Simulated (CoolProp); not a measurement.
200 sccm (0 °C, 1 atm) of nitrogen bubbles through liquid octamethyltrisiloxane (MDM) at 334.6 K and leaves saturated at a total pressure of 0.051 MPa (ideal gas phase). Each further row changes one setting.

Model: reference Helmholtz-energy equation of state, Thol 2017, in CoolProp.

```tsv
case	vapour pressure (kPa)	mole fraction of vapour	delivery (mg/min)	delivery (sccm)	change of delivery for a bath 1 K warmer (%)
as stated	3.92	?	?	16.6	5.4
bath temperature 339.6 K	?	0.0975	?	?	5.3
total pressure 0.102 MPa	3.92	0.0384	?	?	5.2
```

Q: Complete the blanks.

A: 
- as stated, mole fraction of vapour: 0.0768
- as stated, delivery (mg/min): 176
- bath temperature 339.6 K, vapour pressure (kPa): 4.97
- bath temperature 339.6 K, delivery (mg/min): 228
- bath temperature 339.6 K, delivery (sccm): 21.6
- total pressure 0.102 MPa, delivery (mg/min): 84.3
- total pressure 0.102 MPa, delivery (sccm): 7.98
